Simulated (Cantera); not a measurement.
An isothermal, constant-pressure homogeneous reactor starts with NH₃ : H₂ = 1 : 15 (molar parts), at 1748 K and 27.0 Torr. Integrator tolerance rtol = 1e-08.

Computed with Cantera and the gas-phase N/H chemistry of the illustrative SiF4/NH3 mechanism in the Surface Chemkin manual (1991). Walls and surfaces, which speed up NH3 decomposition in real reactors, are not modelled.

**Question.** What does this change do: temperature 1748 to 2000 K?

**Answer.** 
| quantity | before | after |
|---|---|---|
| x(NH₃) at 5.00 s | 0.0495 (gas-phase equilibrium 1.90e-7) | 0.000104 (gas-phase equilibrium 1.16e-7) |
| x(H₂) at 5.00 s | 0.944 (gas-phase equilibrium 0.969) | 0.963 (gas-phase equilibrium 0.962) |
| x(N₂H₄) at 5.00 s | 4.57e-10 (gas-phase equilibrium <1e-12) | <1e-12 (gas-phase equilibrium <1e-12) |
| x(N₂) at 5.00 s | 0.00611 (gas-phase equilibrium 0.0294) | 0.0292 (gas-phase equilibrium 0.0293) |
| x(N₂H₂) at 5.00 s | 5.88e-8 (gas-phase equilibrium <1e-12) | 1.28e-10 (gas-phase equilibrium <1e-12) |
| x(H) at 5.00 s | 0.000375 (gas-phase equilibrium 0.00119) | 0.00792 (gas-phase equilibrium 0.00846) |
